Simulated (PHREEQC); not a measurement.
Solution (25 °C): 0.18 mol/kgw CuCl2, 0.92 mol/kgw HNO3 and 1.1 mol/kgw KCl. Closed to the air; pH follows from the charge balance.

The numbers come from PHREEQC with the ion-association model, phreeqc.dat.

Task: The ionic strength comes out as 2.40 mol/kgw. What activity coefficients do Cl-, CuCl4-2, Cu+2, H+, CuCl+ get?

Result: Cl- 0.58, CuCl4-2 0.13, Cu+2 0.17, H+ 0.72, CuCl+ 0.55.

Precipitation was switched off in this run. Caution: at this ionic strength the ion-association model is outside its range; a Pitzer model would be the better tool where its parameters exist. Complexes and solids missing from the database can't appear.
